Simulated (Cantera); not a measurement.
Cantera run:

```python
import numpy as np
import cantera as ct

gas_names = """
    NO N2O
""".split()
cond_names = """
    Nb(cr) Nb(L) Nb2O5(s) Nb2O5(L)
""".split()


# ... load() reads the species with a 1 bar reference pressure and builds the phases ...
species = {s.name: s for s in load("nasa_gas.yaml", gas_names) + load("nasa_condensed.yaml", cond_names)}
# Each term lists the table entries of one substance; the one whose range holds T is used.
reactions = {
    '10 NO(g) + 2 Nb = Nb2O5 + 5 N2O(g)':
        [(-10, ['NO']), (-2, ['Nb(cr)', 'Nb(L)']), (1, ['Nb2O5(s)', 'Nb2O5(L)']), (5, ['N2O'])],
}


def pick(names, T):
    return next(species[n] for n in names if species[n].thermo.min_temp <= T <= species[n].thermo.max_temp)


results = []
for label, terms in reactions.items():
    print(label)
    print("     T/K   dH/kJ  dS/(J/K)   dG/kJ   log10 K")
    for T in [1298, 1373, 1448, 1523, 1598, 1673, 1748, 1823, 1898, 1973, 2048]:
        used = [(nu, pick(names, T)) for nu, names in terms]
        dH = sum(nu * s.thermo.h(T) for nu, s in used) / 1e6
        dS = sum(nu * s.thermo.s(T) for nu, s in used) / 1e3
        dG = dH - T * dS / 1e3
        logK = -dG * 1e6 / (ct.gas_constant * T * np.log(10))
        results.append((label, T, dH, dS, dG, logK, [s.name for _, s in used]))
        print(f"{T:8g} {dH:8.1f} {dS:8.1f} {dG:8.1f} {logK:8.2f}")
```

Result:

```
10 NO(g) + 2 Nb = Nb2O5 + 5 N2O(g)
     T/K   dH/kJ  dS/(J/K)   dG/kJ   log10 K
    1298  -2362.9   -895.4  -1200.7    48.32
    1373  -2358.5   -892.0  -1133.7    43.13
    1448  -2354.0   -888.9  -1066.9    38.49
    1523  -2349.6   -885.9  -1000.4    34.31
    1598  -2345.1   -883.0   -934.0    30.53
    1673  -2340.7   -880.3   -867.9    27.10
    1748  -2336.3   -877.8   -802.0    23.96
    1823  -2225.5   -815.7   -738.5    21.16
    1898  -2216.8   -811.0   -677.5    18.64
    1973  -2208.1   -806.5   -616.8    16.33
    2048  -2199.5   -802.3   -556.5    14.19
```

Cantera with NASA thermochemical tables; ideal gases at 1 bar, condensed phases pure. Condensed species are held in their standard states even where they would react or evaporate.
